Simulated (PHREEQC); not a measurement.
# Brine: speciation

Consider water at 25 °C with 0.76 mol H2SO4, 0.03 mol CaCl2 and 0.56 mol KBr per kg of water. Closed to the air; pH follows from the charge balance.

Equilibrium calculation in PHREEQC: Pitzer model, pitzer.dat.

No solid was allowed to form.

Question: Estimate the pH, density.

Answer: pH -0.01; density 1.088 g/cm³.

Question: In which forms is S present?

Answer: HSO4- 78 %, SO4-2 22 % of the S.

Saturation is exceeded, for instance for Gypsum; the values hold only as long as no solid forms. In brines, pH and single-ion activities rest on the MacInnes convention.
